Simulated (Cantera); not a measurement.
Feed: 1 mol SiO2, 0.092 mol C, 7 mol N2, at 1750 K and 75.0 Torr.

Method: chemical equilibrium by Gibbs-energy minimisation in Cantera with the NASA 1993 tables (ideal gas, pure condensed phases). Candidate condensed phases: C, Si, SiC, SiO2, Si2N2O, Si3N4; 34 gas species. The tables hold silica as quartz up to 1696 K and as liquid above; real silica turns to tridymite and cristobalite and melts near 1996 K. The numbers say what is thermodynamically allowed, not how fast it happens.

Base state: N2 0.974, SiO 0.0128, CO 0.0128 (mole fractions); condensed: SiO2(condensed).

Problem. What changes in the equilibrium state with this change: pressure from 75.0 Torr to 5780 Torr?

Solution. 
| species | before | after |
|---|---|---|
| N2 | 0.974 | 0.987 |
| CO | 0.0128 | 0.0130 |
| SiO | 0.0128 | 4.44e-5 |
| SiO2(condensed), mol | 0.908 | 0.939 |
| Si2N2O(s), mol | 0 | 0.0306 |
Mutual solubility and eutectic melting of coexisting phases are not modelled.
